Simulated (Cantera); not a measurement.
Cantera with NASA thermochemical tables; ideal gases at 1 bar, condensed phases pure. Values are per mole of reaction as written; species without (g) are pure solids or liquids, kept so even where they would boil at 1 bar.

Problem. Between 875 and 1675 K, where is each reaction favourable under standard conditions?
- B3O3F3(g) + 6 N(g) → 3 F(g) + 3 NO(g) + 3 BN

Solution. 
- B3O3F3(g) + 6 N(g) → 3 F(g) + 3 NO(g) + 3 BN: ΔG° is -607 kJ at 875 K and -496 kJ at 1675 K; it stays negative (K > 1). ΔH° is -733 kJ and ΔS° -141 J/K at 1675 K.
